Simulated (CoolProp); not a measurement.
A closed Brayton cycle with carbon dioxide: compressor inlet 318.15 K and 9.9 MPa, high pressure 24 MPa, turbine inlet 770 K, compressor efficiency 0.85, turbine efficiency 0.85, recuperator effectiveness 0.95 (on enthalpy, no pinch check). Each further row changes one setting.

Model: reference Helmholtz-energy equation of state, Span 1996, in CoolProp.

```csv
case,thermal efficiency (%),net work (kJ/kg),compressor to turbine work,compressor exit (K),turbine exit (K)
as stated,32.4,73.4,0.28,361.3,672.4
turbine inlet 720 K,30.3,[?],[?],361.3,[?]
compressor inlet 328.15 K,[?],[?],[?],393.0,672.4
high pressure 20.4 MPa,30.8,62.6,[?],353.0,690.0
recuperator effectiveness 0.5,[?],73.4,0.28,361.3,672.4
```

**Question.** What belongs in the gaps?

**Answer.** 
- turbine inlet 720 K, net work (kJ/kg): 65.6
- turbine inlet 720 K, compressor to turbine work: 0.31
- turbine inlet 720 K, turbine exit (K): 625.8
- compressor inlet 328.15 K, thermal efficiency (%): 30.9
- compressor inlet 328.15 K, net work (kJ/kg): 62.4
- compressor inlet 328.15 K, compressor to turbine work: 0.39
- high pressure 20.4 MPa, compressor to turbine work: 0.26
- recuperator effectiveness 0.5, thermal efficiency (%): 18.5
